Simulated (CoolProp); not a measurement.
A single-stage vapour-compression cycle with the fluid: evaporating at 220.15 K (dew point), condensing at 265.15 K (bubble point), superheat 5 K, subcooling 5 K, compressor efficiency 0.65, no pressure losses. The same conditions are run with several fluids, on thermodynamics alone (safety and materials aside).

Computed with CoolProp (reference Helmholtz-energy equation of state of each fluid (R13: Platzer 1990; ammonia: Gao 2020; dimethyl ether: Wu 2011; propylene: Lemmon 2013; hydrogen sulfide: Lemmon 2006; R125: Lemmon 2005)). The equations of Platzer and Polt are older, rougher fits.

Problem. Rank R13, ammonia, dimethyl ether, propylene, hydrogen sulfide, R125 by cooling COP, highest first.

Solution. dimethyl ether (2.78), propylene (2.74), R125 (2.66), hydrogen sulfide (2.63), ammonia (2.57), R13 (2.47)

```tsv
fluid	pressure ratio	discharge temperature (K)	refrigerating effect (kJ/kg)	volumetric capacity (kJ/m³)
R13	4.29	302.4	96.1	2200
ammonia	9.25	450.8	1260	394
dimethyl ether	8.09	334.9	414	254
propylene	5.79	320.9	361	658
hydrogen sulfide	5.60	402.0	462	1250
R125	6.53	295.5	124	651
```
